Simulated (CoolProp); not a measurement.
Computed with CoolProp (reference Helmholtz-energy equation of state, Zhou 2012).

For p-xylene, give the phase and the cp (kJ/(kg K)), speed of sound (m/s) at 563.5 K and 85.4 kPa.


- 563.5 K and 85.4 kPa: gas; cp 2.11, speed of sound 212
